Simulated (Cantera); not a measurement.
A perfectly stirred reactor is fed with 50.0 % NH3, 50.0 % H2, at 0.0350 bar; it is held at 2375 K, and followed from long to short residence time.

Computed with Cantera and the gas-phase N/H chemistry of the illustrative SiF4/NH3 mechanism in the Surface Chemkin manual (1991). Walls and surfaces, which speed up NH3 decomposition in real reactors, are not modelled.

Question: Predict: x(NH3) at τ = 2.50 s; x(H2) at τ = 2.50 s; x(NH2) at τ = 2.50 s; x(H) at τ = 2.50 s; x(N) at τ = 2.50 s; x(NH3) at τ = 37.0 ms; x(H2) at τ = 37.0 ms; x(NH2) at τ = 37.0 ms; x(H) at τ = 37.0 ms; x(N) at τ = 37.0 ms.

Answer: 
| Property | Result |
|---|---|
| x(NH3) at τ = 2.50 s | 0.000334 |
| x(H2) at τ = 2.50 s | 0.802 |
| x(NH2) at τ = 2.50 s | 4.46e-5 |
| x(H) at τ = 2.50 s | 0.0335 |
| x(N) at τ = 2.50 s | 6.01e-5 |
| x(NH3) at τ = 37.0 ms | 0.204 |
| x(H2) at τ = 37.0 ms | 0.694 |
| x(NH2) at τ = 37.0 ms | 0.00199 |
| x(H) at τ = 37.0 ms | 0.00211 |
| x(N) at τ = 37.0 ms | 1.20e-5 |
